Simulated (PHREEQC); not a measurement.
PHREEQC input (ion-association model, phreeqc.dat):

```
SOLUTION 0
  temp 40
  units mmol/kgw
  pH 7 charge
  S(6) 20.9
  Na 7.8
  Cl 182.01
  Zn 108
  O(0) 1 O2(g) -0.68
SOLUTION 1-40
  temp 40
  units mmol/kgw
  pH 7 charge
  S(6) 0.33
  Mg 0.33
  Cl 20.01
  Cd 10
  O(0) 1 O2(g) -0.68
END
EXCHANGE 1-40
  X 0.5
  -equilibrate 1
END
SELECTED_OUTPUT 1
  -reset false
  -pH true
  -pe true
  -ionic_strength true
  -water true
  -step true
  -totals Cd Cl Mg Na S Zn S(-2) S(6)
  -molalities CdX2 ZnX2 MgX2 NaX
  -saturation_indices Halite Zn(OH)2(e) Cd(OH)2
PRINT
  -reset false
TRANSPORT
  -cells 40
  -shifts 279
  -lengths 0.025
  -time_step 300
  -dispersivities 0.05
  -boundary_conditions flux flux
  -correct_disp true
  -punch_cells 40
  -punch_frequency 9
END
```

Selected output (columns that matter, 11 of 32 rows; pore volumes added in front):

```
pore volumes	pH	mu	Cd	Cl	Mg	Na	S	Zn	m_CdX2	m_ZnX2	m_MgX2	si_Halite	si_Zn(OH)2(e)	si_Cd(OH)2
0	5.0463	0.021352	0.01	0.02001	0.00033	0	0.00033	0	0.23929	0	0.010706	-1000	-1000	-6.0917
0.6875	5.0847	0.044764	0.024343	0.043431	0.0006712	7.9436e-08	0.0033038	6.6103e-26	0.2393	1.4073e-24	0.010703	-10.395	-26.912	-5.8409
1.3625	5.1269	0.13577	0.097099	0.16186	0.001813	0.00070506	0.018341	6.2903e-10	0.23889	4.9096e-09	0.010651	-6.0797	-11.085	-5.5467
2.0375	5.1311	0.14942	0.10703	0.18097	0.0019322	0.0045541	0.020768	1.0501e-05	0.23636	7.6837e-05	0.010663	-5.2357	-6.8769	-5.5352
2.7125	5.122	0.15406	0.10188	0.18197	0.0027798	0.0086484	0.020895	0.0028949	0.20962	0.020257	0.014731	-4.9424	-4.4588	-5.5891
3.6125	4.9034	0.25411	0.010982	0.18201	0.0041964	0.0085996	0.0209	0.092422	0.0055469	0.23264	0.0086566	-4.7624	-3.4478	-7.1871
4.2875	4.8847	0.26731	0.00084259	0.18201	0.0015568	0.0079398	0.0209	0.10553	0.00037568	0.24386	0.0029713	-4.7794	-3.4357	-8.3602
4.9625	4.8824	0.26819	7.5554e-05	0.18201	0.00056263	0.0078236	0.0209	0.10735	3.3358e-05	0.24616	0.0010659	-4.7848	-3.4335	-9.4135
5.6375	4.8818	0.26823	7.2907e-06	0.18201	0.00020261	0.0078041	0.0209	0.10779	3.2156e-06	0.24688	0.00038339	-4.7859	-3.4329	-10.43
6.3125	4.8817	0.26821	7.2983e-07	0.18201	7.2514e-05	0.0078008	0.0209	0.10793	3.2185e-07	0.24713	0.00013717	-4.7861	-3.4326	-11.43
6.9875	4.8816	0.26821	7.4554e-08	0.18201	2.5794e-05	0.0078002	0.0209	0.10797	3.2876e-08	0.24722	4.8788e-05	-4.7862	-3.4326	-12.421
```

Away from 25 °C the constants follow the database's enthalpies or fits; those with neither stay at their 25 °C values.
